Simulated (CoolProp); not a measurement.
Values from CoolProp's reference Helmholtz-energy equation of state, Thol 2015.

### Question
For octamethylcyclotetrasiloxane (D4), give the phase and the density (kg/m³), cp (kJ/(kg K)) at 495.7 K and 1.88 bar.

### Answer
- 495.7 K and 1.88 bar: gas; density 15.0, cp 1.82
